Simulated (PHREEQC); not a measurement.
0.031 g of hydrous ferric oxide (600 m²/g; 0.2 weak and 0.005 strong sites per Fe, Dzombak-Morel constants, diffuse double layer) in 1 kg of water with 0.01 mol/kgw of an inert sodium salt and 0.00048 mmol/kgw NaF, 0.18 mmol/kgw NaH2PO4 and 0.0004 mmol/kgw Ag2SO4, at 25 °C; the pH is set by adding NaOH or the inert anion's acid. O2 is buffered at 0.21 atm. No CO2 enters from the air. Precipitation was switched off in this run.

Computed with PHREEQC (ion-association model, wateq4f.dat).

| pH | F sorbed (%) | P sorbed (%) | S sorbed (%) | Ag sorbed (%) |
|---|---|---|---|---|
| 4 | 0.0 | 36.3 | 0.0 | 0.0 |
| 4.5 | 0.0 | 35.1 | 0.0 | 0.0 |
| 5.5 | 0.0 | 30.9 | 0.0 | 0.0 |
| 6 | 0.0 | 28.2 | 0.0 | 0.1 |
| 7 | 0.0 | 22.2 | 0.0 | 2.8 |
| 7.5 | 0.0 | 18.8 | 0.0 | 15.0 |
| 8.5 | 0.0 | 9.5 | 0.0 | 78.4 |
| 9 | 0.0 | 4.9 | 0.0 | 92.8 |
| 10 | 0.0 | 0.4 | 0.0 | 99.2 |
| 10.5 | 0.0 | 0.1 | 0.0 | 99.7 |
| 11.5 | 0.0 | 0.0 | 0.0 | 100.0 |
| 12 | 0.0 | 0.0 | 0.0 | 100.0 |

H3PO4, which wateq4f.dat lacks, is added to it with the constant of phreeqc.dat. The database has no phosphate complexes of Ag.
